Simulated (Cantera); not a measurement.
# Premixed flame

A freely propagating, adiabatic, planar premixed flame of CH4 : C2H6 : O2 : N2 = 1 : 0.27 : 3.51 : 13.2 (molar parts), equivalence ratio 0.84, unburnt at 550 K and 6.30 bar; multicomponent transport, grid criteria slope 0.08 and curve 0.16, no radiation.

Model: GRI-Mech 3.0 (53 species, 325 reactions), integrated in Cantera. Burning velocities carry a grid error of a few per cent, more on coarse grids.

| z (mm) | T (K) | u (m/s) | x CH4 | x C2H6 | x O2 | x C2H2 | x HCN | x HCO |
|---|---|---|---|---|---|---|---|---|
| -0.276 | 551 | 0.529 | 0.0556 | 0.0150 | 0.195 | 1.95e-8 | <1e-8 | <1e-8 |
| -0.184 | 556 | 0.534 | 0.0553 | 0.0150 | 0.194 | 2.74e-7 | <1e-8 | <1e-8 |
| -0.138 | 571 | 0.550 | 0.0546 | 0.0149 | 0.193 | 1.26e-6 | <1e-8 | <1e-8 |
| -0.0920 | 656 | 0.634 | 0.0512 | 0.0144 | 0.186 | 9.22e-6 | 3.54e-8 | <1e-8 |
| -0.0460 | 1048 | 1.03 | 0.0354 | 0.00966 | 0.150 | 7.24e-5 | 2.76e-7 | 1.40e-7 |
| -0.0230 | 1435 | 1.42 | 0.0193 | 0.00362 | 0.111 | 0.000168 | 6.24e-7 | 5.57e-6 |
| 0 | 1812 | 1.80 | 0.00401 | 0.000139 | 0.0689 | 0.000204 | 1.14e-6 | 2.06e-5 |
| 0.0230 | 1982 | 1.96 | 0.000179 | 1.38e-7 | 0.0477 | 1.55e-5 | 7.71e-7 | 3.84e-6 |
| 0.0460 | 2058 | 2.02 | 4.42e-6 | <1e-8 | 0.0408 | 2.72e-7 | 2.29e-7 | 1.60e-7 |
| 0.0920 | 2140 | 2.09 | <1e-8 | <1e-8 | 0.0360 | <1e-8 | 2.11e-8 | 1.12e-8 |
| 0.184 | 2206 | 2.14 | <1e-8 | <1e-8 | 0.0331 | <1e-8 | <1e-8 | <1e-8 |
| 0.368 | 2240 | 2.17 | <1e-8 | <1e-8 | 0.0317 | <1e-8 | <1e-8 | <1e-8 |
| 0.736 | 2251 | 2.18 | <1e-8 | <1e-8 | 0.0313 | <1e-8 | <1e-8 | <1e-8 |
x: mole fraction of selected species; z is measured from the peak of heat release.

laminar burning velocity: 52.8 cm/s
thermal thickness: 0.0920 mm
peak x(C2H2): 0.000238
peak x(HCN): 1.18e-6
peak x(HCO): 2.07e-5
grid points: 146
